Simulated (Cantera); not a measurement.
Feed: 1 mol HMDSO, 0.1 mol O2, 4.9 mol N2, held at 1375 K and 40000 Pa.

Method: chemical equilibrium by Gibbs-energy minimisation in Cantera with the NASA 1993 tables (ideal gas, pure condensed phases). Candidate condensed phases: C, C6H6, C7H8, C8H18, H2O, Si, SiC, SiO2, Si2N2O, Si3N4; 151 gas species. The feed counts by its element totals alone. N2 is the only nitrogen source here; it is nearly inert below about 1500 K, so the nitride shown seldom forms there in practice. Kinetics and transport are ignored.

Task: What is the equilibrium state?

Result: 
```json
{
  "x(H2)": "0.686",
  "x(N2)": "0.298",
  "x(CO)": "0.0153",
  "x(CH4)": "0.000936",
  "x(HCN)": "0.000182",
  "x(H2O)": "1.93e-5",
  "x(NH3)": "1.16e-5",
  "x(H)": "4.49e-6",
  "x(HNC)": "1.98e-6",
  "n(C(graphite))": "5.79 mol",
  "n(Si2N2O(s))": "1.000 mol",
  "gas_amount": "13.09 mol",
  "log10 activity of Si(s) (absent)": "-4.64"
}
```
